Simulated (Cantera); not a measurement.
A closed system holds: 1 mol Fe2O3, 2.8 mol CH4, 0.26 mol N2, held at 1350 K and 0.133 bar.

Cantera equilibrium calculation (NASA polynomials, part measured and part estimated; ideal gas, pure solids and liquids). Candidate condensed phases: C, C6H6, C7H8, C8H18, Fe, Fe(CO)5, FeO, Fe(OH)2, Fe(OH)3, Fe2O3, Fe3O4, H2O; 140 gas species. Rates play no part.

Base state: H2 0.628, CO 0.319, N2 0.0300, H2O 0.0184, CO2 0.00474 (mole fractions); condensed: Fe(γ).

Q: What changes in the equilibrium state with this change: CH4 from 2.8 to 2 mol?

A: 
| species | before | after |
|---|---|---|
| H2 | 0.628 | 0.514 |
| CO | 0.319 | 0.284 |
| H2O | 0.0184 | 0.125 |
| CO2 | 0.00474 | 0.0351 |
| N2 | 0.0300 | 0.0415 |
| Fe(γ), mol | 2.00 | 2.00 |

Q: What changes in the equilibrium state with this change: CH4 from 2.8 to 0.65 mol?

A: 
```
species       before   after
-----------  -------  ------
H2             0.628   0.435
CO             0.319   0.249
H2O           0.0184   0.153
N2            0.0300   0.118
CO2          0.00474  0.0447
Fe(γ), mol      2.00  0.0871
FeO(s), mol        0    1.91
```
Mutual solubility and eutectic melting of coexisting phases are not modelled. The tables' stoichiometric FeO is somewhat more stable than real wüstite, so its field is too wide. FeO: taken at fixed stoichiometry.
